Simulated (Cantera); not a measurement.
Charge: 1 mol n-butane, 0.069 mol NH3, 18 mol N2, equilibrated at 1330 Pa.

Cantera equilibrium calculation (NASA polynomials, part measured and part estimated; ideal gas, pure solids and liquids). Candidate condensed phases: C, C6H6, C7H8, C8H18; 92 gas species. The numbers say what is thermodynamically allowed, not how fast it happens. All values below are at 1450 K.

Base state: N2 0.779, H2 0.220, HCN 0.000304, H 3.85e-5 (mole fractions); condensed: C(graphite).

What changes in the equilibrium state with this change: 0.49 mol CO2 added?


```json
[
 {"species": "N2", "before": "0.779", "after": "0.748"},
 {"species": "H2", "before": "0.220", "after": "0.211"},
 {"species": "CO", "before": "0", "after": "0.0406"},
 {"species": "HCN", "before": "0.000304", "after": "0.000292"},
 {"species": "H", "before": "3.85e-5", "after": "3.77e-5"},
 {"species": "C(graphite), mol", "before": "3.99", "after": "3.50"}
]
```
Further candidate phases: H2O.

What changes in the equilibrium state with this change: n-butane replaced by C?


| species | before | after |
|---|---|---|
| N2 | 0.779 | 0.994 |
| H2 | 0.220 | 0.00568 |
| HCN | 0.000304 | 5.51e-5 |
| H | 3.85e-5 | 6.17e-6 |
| C(graphite), mol | 3.99 | 0.999 |
